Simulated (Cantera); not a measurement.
Charge: 1 mol SiH2Cl2, 6.4 mol N2O, 1.3 mol H2, at 0.133 bar.

Equilibrium computed with Cantera from the NASA thermochemical tables; the gas is ideal and each condensed phase is pure. Candidate condensed phases: H2O, NH4Cl, Si, SiO2, Si2N2O, Si3N4; 47 gas species. The numbers say what is thermodynamically allowed, not how fast it happens. All values below are at 852 °C.

Base state: N2 0.570, HCl 0.168, O2 0.136, H2O 0.121, Cl2 0.00483, Cl 0.000390, NO 7.25e-5 (mole fractions); condensed: SiO2(β-quartz).

### Question
What changes in the equilibrium state with this change: 0.76 mol HCl added?

### Answer
| species | before | after |
|---|---|---|
| N2 | 0.570 | 0.535 |
| HCl | 0.168 | 0.215 |
| O2 | 0.136 | 0.125 |
| H2O | 0.121 | 0.117 |
| Cl2 | 0.00483 | 0.00783 |
| Cl | 0.000390 | 0.000497 |
| NO | 7.25e-5 | 6.76e-5 |
| SiO2(β-quartz), mol | 1.00 | 1.00 |
